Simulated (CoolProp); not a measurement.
Saturation properties of cyclohexane.

Computed with CoolProp (reference Helmholtz-energy equation of state, Zhou 2014).

```json
[
 {"T (K)": "435.9", "p (bar)": "7.082", "liquid viscosity (µPa s)": "183", "vapour viscosity (µPa s)": "10.0"},
 {"T (K)": "445", "p (bar)": "8.371", "liquid viscosity (µPa s)": "170", "vapour viscosity (µPa s)": "10.3"},
 {"T (K)": "454.1", "p (bar)": "9.824", "liquid viscosity (µPa s)": "158", "vapour viscosity (µPa s)": "10.7"},
 {"T (K)": "463.3", "p (bar)": "11.47", "liquid viscosity (µPa s)": "146", "vapour viscosity (µPa s)": "11.0"},
 {"T (K)": "472.4", "p (bar)": "13.30", "liquid viscosity (µPa s)": "136", "vapour viscosity (µPa s)": "11.4"},
 {"T (K)": "481.5", "p (bar)": "15.33", "liquid viscosity (µPa s)": "126", "vapour viscosity (µPa s)": "11.8"},
 {"T (K)": "490.7", "p (bar)": "17.60", "liquid viscosity (µPa s)": "116", "vapour viscosity (µPa s)": "12.3"},
 {"T (K)": "499.8", "p (bar)": "20.08", "liquid viscosity (µPa s)": "107", "vapour viscosity (µPa s)": "12.9"},
 {"T (K)": "508.9", "p (bar)": "22.82", "liquid viscosity (µPa s)": "97.5", "vapour viscosity (µPa s)": "13.5"},
 {"T (K)": "518.1", "p (bar)": "25.86", "liquid viscosity (µPa s)": "88.2", "vapour viscosity (µPa s)": "14.2"},
 {"T (K)": "527.2", "p (bar)": "29.17", "liquid viscosity (µPa s)": "78.9", "vapour viscosity (µPa s)": "15.1"}
]
```

It boils at 353.9 K under 1 atm.

Viscosity comes from a separate model (Tariq 2014).
